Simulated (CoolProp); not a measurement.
Hexamethyldisiloxane (MM) along the isobar 70.5 bar: Z from the reference equation and from simpler models built on Tc = 518.7 K, pc = 19.31 bar, ω = 0.418; each cubic takes its own stable root.

Computed with CoolProp (reference Helmholtz-energy equation of state, Thol 2016).

```json
[
 {"T (K)": "412.8", "phase": "liquid", "reference": "0.5116", "van der Waals": "0.7690", "Redlich-Kwong": "0.5600", "Soave-Redlich-Kwong": "0.5373", "Peng-Robinson": "0.4776"},
 {"T (K)": "437.5", "phase": "liquid", "reference": "0.5044", "van der Waals": "0.7452", "Redlich-Kwong": "0.5510", "Soave-Redlich-Kwong": "0.5306", "Peng-Robinson": "0.4719"},
 {"T (K)": "462.3", "phase": "liquid", "reference": "0.5012", "van der Waals": "0.7255", "Redlich-Kwong": "0.5461", "Soave-Redlich-Kwong": "0.5293", "Peng-Robinson": "0.4714"},
 {"T (K)": "487", "phase": "liquid", "reference": "0.5023", "van der Waals": "0.7099", "Redlich-Kwong": "0.5453", "Soave-Redlich-Kwong": "0.5340", "Peng-Robinson": "0.4769"},
 {"T (K)": "511.7", "phase": "liquid", "reference": "0.5084", "van der Waals": "0.6979", "Redlich-Kwong": "0.5487", "Soave-Redlich-Kwong": "0.5457", "Peng-Robinson": "0.4893"},
 {"T (K)": "536.5", "phase": "supercritical", "reference": "0.5207", "van der Waals": "0.6894", "Redlich-Kwong": "0.5565", "Soave-Redlich-Kwong": "0.5656", "Peng-Robinson": "0.5102"},
 {"T (K)": "561.2", "phase": "supercritical", "reference": "0.5405", "van der Waals": "0.6842", "Redlich-Kwong": "0.5689", "Soave-Redlich-Kwong": "0.5947", "Peng-Robinson": "0.5405"},
 {"T (K)": "585.9", "phase": "supercritical", "reference": "0.5698", "van der Waals": "0.6823", "Redlich-Kwong": "0.5861", "Soave-Redlich-Kwong": "0.6332", "Peng-Robinson": "0.5805"},
 {"T (K)": "610.7", "phase": "supercritical", "reference": "0.6096", "van der Waals": "0.6838", "Redlich-Kwong": "0.6080", "Soave-Redlich-Kwong": "0.6796", "Peng-Robinson": "0.6281"}
]
```
